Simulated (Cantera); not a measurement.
Input: 1 mol B2H6, 0.5 mol N2, 12 mol H2, equilibrated at 2075 K and 49.0 mbar.

Cantera equilibrium calculation (NASA polynomials, part measured and part estimated; ideal gas, pure solids and liquids). Candidate condensed phases: B, BN; 15 gas species. The feed counts by its element totals alone. Mutual solubility and eutectic melting of coexisting phases are not modelled. The tables' values for BH2 are old estimates; treat these amounts as uncertain. Equilibrium is a limit: real reactors are often held back by kinetics, nucleation or transport.

Base state: H2 0.980, H 0.0119, N2 0.00706, BH2 0.000695 (mole fractions); condensed: B(s) + BN(s).

Q: What changes in the equilibrium state with this change: temperature from 2075 K to 1200 K?

A: 
| species | before | after |
|---|---|---|
| H2 | 0.980 | 1.000 |
| H | 0.0119 | 8.91e-7 |
| BH2 | 0.000695 | 2.01e-7 |
| N2 | 0.00706 | <1e-9 |
| B(s), mol | 1.20 | 1.000 |
| BN(s), mol | 0.785 | 1.00 |
N2 is the only nitrogen source here; it is nearly inert below about 1500 K, so the nitride shown seldom forms there in practice.

Q: What changes in the equilibrium state with this change: temperature from 2075 K to 1373.15 K?

A: 
| species | before | after |
|---|---|---|
| H2 | 0.980 | 1.000 |
| H | 0.0119 | 1.51e-5 |
| BH2 | 0.000695 | 2.35e-6 |
| N2 | 0.00706 | 2.75e-9 |
| B(s), mol | 1.20 | 1.000 |
| BN(s), mol | 0.785 | 1.00 |
N2 is the only nitrogen source here; it is nearly inert below about 1500 K, so the nitride shown seldom forms there in practice.

Q: What changes in the equilibrium state with this change: temperature from 2075 K to 850 K?

A: 
| species | before | after |
|---|---|---|
| H2 | 0.980 | 1.00 |
| H | 0.0119 | <1e-9 |
| N2 | 0.00706 | <1e-9 |
| BH2 | 0.000695 | <1e-9 |
| B(s), mol | 1.20 | 1.00 |
| BN(s), mol | 0.785 | 1.00 |
N2 is the only nitrogen source here; it is nearly inert below about 1500 K, so the nitride shown seldom forms there in practice.
